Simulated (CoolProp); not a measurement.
Model: reference Helmholtz-energy equation of state, Lemmon 2013, in CoolProp.

Task: For propylene, give the phase and the cp (kJ/(kg K)), conductivity (mW/(m K)) at 215 K and 0.0128 MPa.

Result: 
- 215 K and 0.0128 MPa: gas; cp 1.25, conductivity 9.92

Thermal conductivity comes from a separate model (Huber 2003), an estimate that may be off by 10 % or more.
